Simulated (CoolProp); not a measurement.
Hexamethyldisiloxane (MM) along the isotherm 275.95 °C: Z from the reference equation and from simpler models built on Tc = 245.6 °C, pc = 1.931 MPa, ω = 0.418; each cubic takes its own stable root.

Model: reference Helmholtz-energy equation of state, Thol 2016, in CoolProp.

```tsv
p (MPa)	phase	reference	van der Waals	Redlich-Kwong	Peng-Robinson
0.0611	gas	0.9907	0.9918	0.9908	0.9901
0.109	gas	0.9834	0.9852	0.9835	0.9823
0.193	gas	0.9703	0.9736	0.9706	0.9685
0.343	gas	0.9465	0.9523	0.9471	0.9434
0.611	gas	0.9022	0.9121	0.9033	?
1.09	gas	?	0.8316	0.8176	?
1.93	gas	0.6419	0.6365	0.6275	0.6311
3.43	supercritical	0.3424	0.4129	0.3696	0.3749
6.11	supercritical	0.4746	0.6140	0.5087	0.4780
10.9	supercritical	0.7531	0.9760	0.7771	?
19.3	supercritical	1.217	?	1.219	1.111
```

Q: Complete the blanks.

A: 
- 0.611, Peng-Robinson: 0.8973
- 1.09, reference: 0.8169
- 1.09, Peng-Robinson: 0.8097
- 10.9, Peng-Robinson: 0.7146
- 19.3, van der Waals: 1.579
